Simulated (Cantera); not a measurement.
Gas mixture: NO : N₂O = 0.83 : 0.56 (molar parts), at 2100 Pa, frozen composition.

Cantera's kinetic-theory transport with the Lennard-Jones parameters of GRI-Mech 3.0, ideal gas; thermal conductivity in the multicomponent form. The composition is frozen, though it would react at the higher temperatures.

D: mixture-averaged diffusion coefficient of that species in the mixture.

```csv
T (K),ρ (kg/m³),cp (J/kg/K),μ (µPa s),λ (mW/m/K),Pr,D (cm²/s) OH,D (cm²/s) O,D (cm²/s) NO
400,0.0225,984.5,21.4,29.3,0.719,22.6,23.1,12.5
650,0.0139,1090,30.9,46.5,0.724,51.9,53.0,29.2
900,0.0100,1170,38.8,62.6,0.726,89.8,91.7,50.8
1150,0.00783,1219,(withheld),(withheld),0.725,(withheld),(withheld),(withheld)
1400,0.00643,1254,(withheld),(withheld),0.725,(withheld),(withheld),(withheld)
1650,0.00546,1280,58.2,103,0.725,247,252,140
1900,0.00474,1301,63.8,115,0.724,312,318,177
2150,0.00419,1316,69.2,126,0.724,382,390,218
2400,0.00375,1327,74.3,136,0.723,459,469,261
```

Complete the blanks.


- 1150, μ (µPa s): 45.8
- 1150, λ (mW/m/K): 77.0
- 1150, D (cm²/s) OH: 135
- 1150, D (cm²/s) O: 138
- 1150, D (cm²/s) NO: 76.8
- 1400, μ (µPa s): 52.2
- 1400, λ (mW/m/K): 90.3
- 1400, D (cm²/s) OH: 188
- 1400, D (cm²/s) O: 192
- 1400, D (cm²/s) NO: 107
